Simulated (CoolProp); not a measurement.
Methanol at 298.15 K and 0.221 MPa flows at 2.5 m/s in a round tube of 25 mm bore and 0.25 µm roughness, fully developed (64/Re and Nu = 3.66 if laminar; Colebrook and Gnielinski if turbulent). Each further row changes one setting.

Computed with CoolProp (reference Helmholtz-energy equation of state, de Reuck 1993).

```json
[
 {"case": "as stated", "Reynolds number": "___", "Darcy friction factor": "___", "pressure drop (Pa/m)": "1810", "heat-transfer coefficient (W/(m² K))": "___", "mass flow (kg/h)": "___"},
 {"case": "velocity 5 m/s", "Reynolds number": "181000", "Darcy friction factor": "0.0160", "pressure drop (Pa/m)": "6300", "heat-transfer coefficient (W/(m² K))": "7980", "mass flow (kg/h)": "___"},
 {"case": "diameter 50 mm", "Reynolds number": "181000", "Darcy friction factor": "0.0160", "pressure drop (Pa/m)": "___", "heat-transfer coefficient (W/(m² K))": "___", "mass flow (kg/h)": "___"}
]
```

Q: Some entries are withheld; supply them.

A: 
- as stated, Reynolds number: 90300
- as stated, Darcy friction factor: 0.0184
- as stated, heat-transfer coefficient (W/(m² K)): 4370
- as stated, mass flow (kg/h): 3470
- velocity 5 m/s, mass flow (kg/h): 6950
- diameter 50 mm, pressure drop (Pa/m): 786
- diameter 50 mm, heat-transfer coefficient (W/(m² K)): 3980
- diameter 50 mm, mass flow (kg/h): 13900

Viscosity comes from a separate model (Xiang 2006). Thermal conductivity comes from a separate model (Sykioti 2013).
